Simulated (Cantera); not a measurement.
Input (Python, Cantera) and output of one run.

```python
import numpy as np
import cantera as ct

gas_names = """
    TiOCL2 CL2 TiCL4 TiO TiCL3
""".split()
cond_names = """
    Ti3O5(a) Ti3O5(b) Ti3O5(L) TiCL3(s) TiO2(ru) TiO2(L)
""".split()


# ... load() reads the species with a 1 bar reference pressure and builds the phases ...
species = {s.name: s for s in load("nasa_gas.yaml", gas_names) + load("nasa_condensed.yaml", cond_names)}
# Each term lists the table entries of one substance; the one whose range holds T is used.
reactions = {
    '5 TiOCl2(g) = 2 Cl2(g) + Ti3O5 + 2 TiCl3':
        [(-5, ['TiOCL2']), (2, ['CL2']), (1, ['Ti3O5(a)', 'Ti3O5(b)', 'Ti3O5(L)']), (2, ['TiCL3(s)'])],
    '3 TiCl4(g) + 2 TiO(g) = TiO2 + 4 TiCl3(g)':
        [(-3, ['TiCL4']), (-2, ['TiO']), (1, ['TiO2(ru)', 'TiO2(L)']), (4, ['TiCL3'])],
}


def pick(names, T):
    return next(species[n] for n in names if species[n].thermo.min_temp <= T <= species[n].thermo.max_temp)


results = []
for label, terms in reactions.items():
    print(label)
    print("     T/K   dH/kJ  dS/(J/K)   dG/kJ   log10 K")
    for T in [300, 473, 523, 573, 623, 673, 723, 773, 823, 873, 923]:
        used = [(nu, pick(names, T)) for nu, names in terms]
        dH = sum(nu * s.thermo.h(T) for nu, s in used) / 1e6
        dS = sum(nu * s.thermo.s(T) for nu, s in used) / 1e3
        dG = dH - T * dS / 1e3
        logK = -dG * 1e6 / (ct.gas_constant * T * np.log(10))
        results.append((label, T, dH, dS, dG, logK, [s.name for _, s in used]))
        print(f"{T:8g} {dH:8.1f} {dS:8.1f} {dG:8.1f} {logK:8.2f}")
```

Output:

```
5 TiOCl2(g) = 2 Cl2(g) + Ti3O5 + 2 TiCl3
     T/K   dH/kJ  dS/(J/K)   dG/kJ   log10 K
     300  -1174.8   -749.7   -949.9   165.39
     473  -1149.6   -689.1   -823.7    90.96
     523  -1146.3   -682.3   -789.4    78.84
     573  -1142.8   -676.1   -755.4    68.86
     623  -1139.4   -670.3   -721.8    60.52
     673  -1135.8   -664.8   -688.4    53.43
     723  -1132.1   -659.5   -655.3    47.34
     773  -1128.4   -654.5   -622.5    42.06
     823  -1124.5   -649.6   -589.9    37.44
     873  -1120.5   -644.9   -557.5    33.36
     923  -1116.3   -640.2   -525.4    29.73
3 TiCl4(g) + 2 TiO(g) = TiO2 + 4 TiCl3(g)
     T/K   dH/kJ  dS/(J/K)   dG/kJ   log10 K
     300   -921.3   -213.9   -857.2   149.24
     473   -920.4   -211.7   -820.2    90.58
     523   -919.7   -210.2   -809.7    80.87
     573   -918.8   -208.7   -799.2    72.86
     623   -917.9   -207.3   -788.8    66.14
     673   -917.0   -205.8   -778.5    60.42
     723   -916.1   -204.5   -768.2    55.50
     773   -915.1   -203.2   -758.0    51.22
     823   -914.1   -201.9   -747.9    47.47
     873   -913.1   -200.8   -737.8    44.15
     923   -912.1   -199.6   -727.8    41.19
```

Source: NASA polynomial tables (part measured, part estimated), evaluated in Cantera. Condensed species are held in their standard states even where they would react or evaporate.
